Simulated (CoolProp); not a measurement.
Ammonia at 298.15 K and 17.6 MPa is throttled through a valve to 3.34 MPa with no heat exchange. Each further row changes one setting.

Values from CoolProp's reference Helmholtz-energy equation of state, Gao 2020.

| case | temperature change (K) | final phase | final density (kg/m³) |
|---|---|---|---|
| as stated | [?] | liquid | 603 |
| outlet pressure 1 MPa | [?] | two-phase, vapour fraction 0.007 | [?] |
| outlet pressure 4.34 MPa | [?] | liquid | 604 |

**Question.** What belongs in the gaps?

**Answer.** 
- as stated, temperature change (K): +1.5
- outlet pressure 1 MPa, temperature change (K): -0.1
- outlet pressure 1 MPa, final density (kg/m³): 387
- outlet pressure 4.34 MPa, temperature change (K): +1.4
